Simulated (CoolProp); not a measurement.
Properties of C2F6 (R116) along the isotherm 311 K.

Values from CoolProp's reference Helmholtz-energy equation of state, Lemmon 2006. It is a short technical equation, of lower accuracy than the large ones.

| p (bar) | phase | Z | cv (kJ/(kg K)) | Joule-Thomson coefficient (K/MPa) | isothermal compressibility (1/MPa) | expansivity (1/kK) | conductivity (mW/(m K)) |
|---|---|---|---|---|---|---|---|
| 7.62 | gas | 0.9287 | 0.7410 | 7.949 | 1.418 | 4.141 | 16.0 |
| 15.2 | gas | 0.8493 | 0.7533 | 8.789 | 0.7893 | 5.598 | 16.6 |
| 22.9 | gas | 0.7564 | 0.7690 | 9.828 | 0.6099 | 8.235 | 17.9 |
| 30.5 | supercritical | 0.6462 | 0.7904 | 10.95 | 0.5784 | 13.86 | 20.4 |
| 38.1 | supercritical | 0.5049 | 0.8228 | 11.23 | 0.6821 | 30.34 | 25.9 |
| 45.7 | supercritical | 0.3668 | 0.8360 | 7.127 | 0.4801 | 41.40 | 32.7 |
| 53.3 | supercritical | 0.3439 | 0.8143 | 3.706 | 0.1672 | 21.25 | 35.5 |
| 61 | supercritical | 0.3588 | 0.8034 | 2.362 | 0.08865 | 13.91 | 37.7 |
| 68.6 | supercritical | 0.3819 | 0.7979 | 1.706 | 0.05947 | 10.69 | 39.5 |
| 76.2 | supercritical | 0.4080 | 0.7947 | 1.312 | 0.04459 | 8.871 | 41.1 |

Thermal conductivity comes from a separate model (Huber 2003), an estimate that may be off by 10 % or more.
